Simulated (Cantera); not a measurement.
An adiabatic, constant-pressure homogeneous reactor starts with C2H4 : O2 : N2 : CO2 = 1 : 2.5 : 9.4 : 1.2 (molar parts), equivalence ratio 1.2, at 1000 K and 500000 Pa. Integrator tolerance rtol = 1e-08.

Computed with Cantera and GRI-Mech 3.0 (53 species, 325 reactions). GRI-Mech 3.0 was tuned for natural gas; its chemistry of ethylene as a main component is partial and can be far from experiment.

Problem. What does this change do: initial temperature 1000 to 1650 K?

Solution. 
```csv
quantity,before,after
time of steepest temperature rise,0.155 s,4.85 µs
temperature at 7.00 s,2612 K,2896 K
equilibrium temperature,2612 K,2896 K
x(C2H4) at 7.00 s,<1e-12 (gas-phase equilibrium <1e-12),<1e-12 (gas-phase equilibrium <1e-12)
x(O2) at 7.00 s,0.00356 (gas-phase equilibrium 0.00356),0.0136 (gas-phase equilibrium 0.0136)
x(CO2) at 7.00 s,0.146 (gas-phase equilibrium 0.146),0.114 (gas-phase equilibrium 0.114)
x(HCN) at 7.00 s,4.30e-9 (gas-phase equilibrium 4.30e-9),1.10e-8 (gas-phase equilibrium 1.10e-8)
x(CH2CO) at 7.00 s,<1e-12 (gas-phase equilibrium <1e-12),<1e-12 (gas-phase equilibrium <1e-12)
```

Problem. What does this change do: CO2 1.2 to 0.39 parts?

Solution. 
```json
[
 {"quantity": "time of steepest temperature rise", "before": "0.155 s", "after": "0.140 s"},
 {"quantity": "temperature at 7.00 s", "before": "2612 K", "after": "2714 K"},
 {"quantity": "equilibrium temperature", "before": "2612 K", "after": "2714 K"},
 {"quantity": "x(C2H4) at 7.00 s", "before": "<1e-12 (gas-phase equilibrium <1e-12)", "after": "<1e-12 (gas-phase equilibrium <1e-12)"},
 {"quantity": "x(O2) at 7.00 s", "before": "0.00356 (gas-phase equilibrium 0.00356)", "after": "0.00397 (gas-phase equilibrium 0.00397)"},
 {"quantity": "x(CO2) at 7.00 s", "before": "0.146 (gas-phase equilibrium 0.146)", "after": "0.0980 (gas-phase equilibrium 0.0980)"},
 {"quantity": "x(HCN) at 7.00 s", "before": "4.30e-9 (gas-phase equilibrium 4.30e-9)", "after": "8.03e-9 (gas-phase equilibrium 8.04e-9)"},
 {"quantity": "x(CH2CO) at 7.00 s", "before": "<1e-12 (gas-phase equilibrium <1e-12)", "after": "<1e-12 (gas-phase equilibrium <1e-12)"}
]
```

Problem. What does this change do: pressure from 500000 Pa to 65000 Pa?

Solution. 
```csv
quantity,before,after
time of steepest temperature rise,0.155 s,0.306 s
temperature at 7.00 s,2612 K,2516 K
equilibrium temperature,2612 K,2516 K
x(C2H4) at 7.00 s,<1e-12 (gas-phase equilibrium <1e-12),<1e-12 (gas-phase equilibrium <1e-12)
x(O2) at 7.00 s,0.00356 (gas-phase equilibrium 0.00356),0.00741 (gas-phase equilibrium 0.00741)
x(CO2) at 7.00 s,0.146 (gas-phase equilibrium 0.146),0.136 (gas-phase equilibrium 0.136)
x(HCN) at 7.00 s,4.30e-9 (gas-phase equilibrium 4.30e-9),8.29e-10 (gas-phase equilibrium 8.29e-10)
x(CH2CO) at 7.00 s,<1e-12 (gas-phase equilibrium <1e-12),<1e-12 (gas-phase equilibrium <1e-12)
```
